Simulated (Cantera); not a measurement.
Input: 1 mol HMDSO, a varied amount of O₃, 0.82 mol H₂, held at 2048.15 K and 10.0 Torr.

These are equilibrium values from Cantera (NASA tables, ideal gas, pure condensed phases), not measurements of a reactor. Candidate condensed phases: C, C₆H₆, C₇H₈, C₈H₁₈, H₂O, Si, SiC, SiO₂; 123 gas species. The feed counts by its element totals alone. The tables hold silica as quartz up to 1696 K and as liquid above; real silica turns to tridymite and cristobalite and melts near 1996 K. Gases not in the tables: Si₂H₆ and higher silanes. Kinetics and transport are ignored.

Question: Which condensed phases are stable at each of these points (n(O₃) (mol)): 0.06, 0.088, 0.13, 0.19, 0.27, 0.4, 0.58, 0.85, 1.2, 1.8, 2.7?

Answer: 
```csv
n(O₃) (mol),condensed phases,Si condensed (%)
0.06,C(graphite) + SiC(s),99.1
0.088,C(graphite) + SiC(s),99.1
0.13,C(graphite) + SiC(s),99.0
0.19,C(graphite) + SiC(s),98.9
0.27,C(graphite) + SiC(s),98.8
0.4,C(graphite) + SiC(s),98.6
0.58,C(graphite) + SiC(s),98.3
0.85,C(graphite) + SiC(s),97.9
1.2,SiC(s),84.5
1.8,SiC(s),39.1
2.7,SiO₂(l),2.9
```

From 0.06 mol O₃ to 0.85 mol O₃ the condensed part is C(graphite) + SiC(s). From 1.2 mol O₃ to 1.8 mol O₃ the condensed part is SiC(s). At 2.7 mol O₃ the condensed part is SiO₂(l).
